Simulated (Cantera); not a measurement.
An isothermal plug-flow reactor at 625 K and 0.730 bar (inlet), inlet velocity 0.3 m/s, active area per volume 150 1/m; feed H2 : O2 : N2 = 0.02 : 0.1 : 0.79 (molar parts).

Detailed kinetics in Cantera: Deutschmann's 1995 Pt surface mechanism with GRI-Mech 3.0 gas chemistry. Catalytic surfaces can have several steady states; this one follows from the mechanism file's or the stated starting coverage. Mass transfer to the wall is taken as infinitely fast.

Problem. Predict: x(H2) at z = 0.048 m; x(O2) at z = 0.048 m; x(H2O) at z = 0.048 m; θ(free Pt) at the exit; θ(O*) at the exit; θ(OH*) at the exit.

Solution. 
| Property | Result |
|---|---|
| x(H2) at z = 0.048 m | 5.38e-5 |
| x(O2) at z = 0.048 m | 0.100 |
| x(H2O) at z = 0.048 m | 0.0222 |
| θ(free Pt) at the exit | 0.00229 |
| θ(O*) at the exit | 0.996 |
| θ(OH*) at the exit | 0.00210 |
